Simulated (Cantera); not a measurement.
# Low-pressure radical oxidation in H2/O2

An isothermal, constant-pressure homogeneous reactor starts with 5.39 % H2, 94.6 % O2, at 1125 K and 2200 Pa.

Computed with Cantera and GRI-Mech 3.0 (53 species, 325 reactions). Radical loss at walls, strong at low pressure, is not modelled. The temperature is held fixed by assumption; the heat of reaction is taken as removed at once.

```tsv
t (s)	x H2	x O2	x H	x HO2	x H2O2
3.00e-6	0.0539	0.946	4.91e-11	5.10e-11	<1e-12
1.12e-5	0.0539	0.946	1.67e-10	1.90e-10	<1e-12
4.17e-5	0.0539	0.946	5.15e-10	7.11e-10	<1e-12
0.000155	0.0539	0.946	2.27e-9	2.67e-9	<1e-12
0.000579	0.0539	0.946	1.19e-7	1.23e-8	1.11e-11
0.00216	0.0129	0.919	0.0120	8.44e-6	5.51e-7
0.00805	0.000642	0.924	0.00432	7.01e-6	1.68e-7
0.0300	0.000142	0.940	0.000429	4.20e-6	1.58e-7
0.112	1.34e-5	0.944	1.28e-5	1.17e-6	8.81e-8
0.417	1.22e-6	0.944	3.76e-7	1.95e-7	2.89e-8
1.55	1.56e-7	0.945	1.85e-8	3.29e-8	7.64e-9
5.79	2.77e-8	0.945	1.44e-9	7.33e-9	1.95e-9
21.6	6.05e-9	0.945	1.49e-10	3.35e-9	5.12e-10
80.5	1.65e-9	0.945	2.15e-11	3.94e-9	1.56e-10
300	9.46e-10	0.945	9.41e-12	4.85e-9	9.48e-11
```
x: mole fraction; the columns are a selection and need not sum to one.

Equilibrium at this temperature and pressure: H2 9.33e-10, O2 0.945, H 9.21e-12, HO2 4.88e-9, H2O2 9.36e-11 (gas phase only).
